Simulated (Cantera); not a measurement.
Cantera run:

```python
import numpy as np
import cantera as ct

gas_names = """
    H HO2 H2 H2O H2O2 H2S H2SO4 O OH O2 O3 S SH SO SO2 SO3 S2 S2O S8
""".split()
cond_names = """
    H2O(s) H2O(L) H2SO4(L) S(cr1) S(cr2) S(L)
""".split()


def load(file, names, dense=False):
    # The tables refer to 1 bar. Condensed volumes are neglected.
    table = {s.name: s for s in ct.Species.list_from_file(file)}
    out = []
    for n in names:
        d = dict(table[n].input_data)
        d["thermo"] = dict(d["thermo"], **{"reference-pressure": 1e5})
        if dense:
            d["equation-of-state"] = {"model": "constant-volume", "density": "1e6 g/cm^3"}
        out.append(ct.Species.from_dict(d))
    return out


gas = ct.Solution(thermo="ideal-gas", species=load("nasa_gas.yaml", gas_names))
cond = {s.name: ct.Solution(thermo="fixed-stoichiometry", species=[s], name=s.name)
        for s in load("nasa_condensed.yaml", cond_names, dense=True)}
atoms = {
    'SO2': {'S': 1, 'O': 2},
    'H2O': {'H': 2, 'O': 1},
}
top_T = {}  # K; cautious upper limits of use, not melting points


def equilibrate(T, P, feed):
    n = {}
    for name, mol in feed.items():
        for a, k in atoms[name].items():
            n[a] = n.get(a, 0.0) + k * mol
    gas.TPX = T, P, n
    mass = sum(n.values()) * gas.mean_molecular_weight
    gas.equilibrate("TP")
    valid = [c for c in cond.values() if c.min_temp <= T <= top_T.get(c.name, c.max_temp)]
    mix = ct.Mixture([(gas, mass / gas.mean_molecular_weight)] + [(c, 0.0) for c in valid])
    mix.T, mix.P = T, P
    mix.equilibrate("TP", solver="vcs", rtol=1e-11, max_steps=5000)
    return mix


results = []
feed = {'SO2': 1, 'H2O': 9.7}  # mol
P = 7600  # Pa
for T in [2423, 2498, 2573, 2648, 2723, 2798, 2873, 2948, 3023, 3098, 3173, 3248, 3323, 3398]:
    mix = equilibrate(T, P, feed)
    results.append((T, P, feed, dict(zip(mix.species_names, mix.species_moles))))

top = {s: max(r[3][s] / sum(r[3][g] for g in gas_names) for r in results) for s in gas_names}
cols = sorted((s for s in top if top[s] > 1e-06), key=lambda s: -top[s])[:8]
seen = [c for c in cond_names if any(r[3].get(c, 0) > 1e-12 for r in results)]
print("log10 of partial pressures in bar; condensed amounts in mol")
print(f"{'T/K':>10s}" + "".join(f"{s[:9]:>10s}" for s in cols + seen))
for T, P, feed, n in results:
    ng = sum(n[g] for g in gas_names)
    print(f"{T:10.4g}" + "".join(f"{np.log10(max(n[s] / ng * P / 1e5, 1e-99)):10.3f}" for s in cols)
          + "".join(f"{n.get(c, 0):10.4g}" for c in seen))
```

It prints:

```
log10 of partial pressures in bar; condensed amounts in mol
       T/K       H2O         H         O        H2        OH       SO2        O2        SO
      2423    -1.239    -2.901    -3.341    -2.299    -2.564    -2.208    -2.665    -3.330
      2498    -1.265    -2.707    -3.130    -2.208    -2.449    -2.231    -2.574    -3.203
      2573    -1.298    -2.528    -2.934    -2.128    -2.346    -2.260    -2.494    -3.089
      2648    -1.340    -2.362    -2.752    -2.059    -2.257    -2.298    -2.425    -2.988
      2723    -1.392    -2.210    -2.584    -2.003    -2.181    -2.346    -2.368    -2.901
      2798    -1.457    -2.070    -2.430    -1.960    -2.119    -2.407    -2.324    -2.828
      2873    -1.537    -1.945    -2.290    -1.932    -2.072    -2.481    -2.294    -2.771
      2948    -1.634    -1.832    -2.164    -1.920    -2.042    -2.572    -2.279    -2.730
      3023    -1.751    -1.734    -2.053    -1.925    -2.030    -2.682    -2.281    -2.706
      3098    -1.889    -1.649    -1.955    -1.948    -2.037    -2.812    -2.301    -2.700
      3173    -2.050    -1.578    -1.872    -1.990    -2.063    -2.964    -2.339    -2.712
      3248    -2.234    -1.521    -1.802    -2.050    -2.107    -3.137    -2.395    -2.743
      3323    -2.438    -1.475    -1.745    -2.126    -2.169    -3.332    -2.468    -2.791
      3398    -2.659    -1.440    -1.700    -2.216    -2.245    -3.546    -2.556    -2.856
```

Method: chemical equilibrium by Gibbs-energy minimisation in Cantera with the NASA 1993 tables (ideal gas, pure condensed phases).
